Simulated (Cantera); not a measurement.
Mixture: 1.47 % C3H8, 17.9 % O2, 80.6 % N2, equivalence ratio 0.41, at 0.533 atm, adiabatic and at constant pressure. Ignition delay is the time to a rise of 400 K.

Detailed kinetics in Cantera: GRI-Mech 3.0 (53 species, 325 reactions). GRI-Mech 3.0 was tuned for natural gas; its chemistry of propane as a main component is partial and can be far from experiment. Where the delays flatten at high temperature, the 400 K rule measures the pace of heat release, not the induction time.

Task: Predict: delay at 1125 K; delay at 1225 K; delay at 1325 K; delay at 1425 K; delay at 1525 K.

Result: 
- delay at 1125 K: 41.3 ms
- delay at 1225 K: 4.79 ms
- delay at 1325 K: 0.867 ms
- delay at 1425 K: 0.271 ms
- delay at 1525 K: 0.152 ms
